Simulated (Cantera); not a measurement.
An adiabatic, constant-pressure homogeneous reactor starts with H₂ : O₂ : N₂ : NO = 1 : 0.333 : 3.67 : 0.0067 (molar parts), at 1725 K and 9.57 atm. Integrator tolerance rtol = 1e-08.

Cantera simulation using GRI-Mech 3.0 (53 species, 325 reactions); the numbers are that mechanism's predictions, not measurements. The hydrogen kinetics of GRI-Mech 3.0 are dated; newer H2 mechanisms differ, most at raised pressure.

Question: What does this change do: H2 1 to 2.3 parts?

Answer: 
```tsv
quantity	before	after
time of steepest temperature rise	1.51 µs	1.54 µs
temperature at 7.00 s	2626 K	2457 K
equilibrium temperature	2626 K	2457 K
x(H₂) at 7.00 s	0.0695 (gas-phase equilibrium 0.0695)	0.270 (gas-phase equilibrium 0.270)
x(O₂) at 7.00 s	4.88e-5 (gas-phase equilibrium 4.88e-5)	4.17e-7 (gas-phase equilibrium 4.17e-7)
x(NO) at 7.00 s	0.000433 (gas-phase equilibrium 0.000433)	2.66e-5 (gas-phase equilibrium 2.66e-5)
x(N₂) at 7.00 s	0.783 (gas-phase equilibrium 0.783)	0.614 (gas-phase equilibrium 0.614)
x(H) at 7.00 s	0.00364 (gas-phase equilibrium 0.00364)	0.00349 (gas-phase equilibrium 0.00349)
x(N₂O) at 7.00 s	7.49e-8 (gas-phase equilibrium 7.49e-8)	4.05e-9 (gas-phase equilibrium 4.05e-9)
```
